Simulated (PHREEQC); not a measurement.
## Alkaline etch or developer

A solution holds 0.0055 mol/kgw TMAH and 0.0028 mol/kgw Na2SiO3, at 25 °C and 100 atm. Closed to the air; pH follows from the charge balance.

Model: ion-association model, phreeqc.dat, run in PHREEQC.

Each row changes one thing in this solution. No solid was allowed to form.

| case | pH | ionic strength (mol/kgw) | H3SiO4- (mol/kgw) | H2SiO4-2 (mol/kgw) | H4SiO4 (mol/kgw) | SI of Quartz (SiO2) |
|---|---|---|---|---|---|---|
| as made | 11.82 | 0.0113 | 0.00260 | 0.000178 | 2.17e-5 | -0.69 |
| diluted 100-fold with water | 9.93 | (withheld) | 1.63e-5 | 1.09e-8 | 1.17e-5 | -0.96 |
| 0.00041 mol/kgw K2HPO4 added | (withheld) | 0.0128 | 0.00260 | (withheld) | 2.21e-5 | -0.68 |
| 0.0013 mol/kgw NaHCO3 added | 11.74 | 0.0136 | (withheld) | (withheld) | 2.58e-5 | -0.62 |
| diluted 2-fold with water | 11.54 | 0.00559 | 0.00133 | 4.41e-5 | 2.20e-5 | -0.69 |

Complete the blanks.


- diluted 100-fold with water, ionic strength (mol/kgw): 0.000111
- 0.00041 mol/kgw K2HPO4 added, pH: 11.81
- 0.00041 mol/kgw K2HPO4 added, H2SiO4-2 (mol/kgw): 0.000177
- 0.0013 mol/kgw NaHCO3 added, H3SiO4- (mol/kgw): 0.00262
- 0.0013 mol/kgw NaHCO3 added, H2SiO4-2 (mol/kgw): 0.000155

Complexes and solids missing from the database can't appear. Under pressure, the constants of complexes without a molar volume in the database are unreliable. (CH3)4N+ isn't in the database: it is added as a free cation with an ion size of 4 Å.
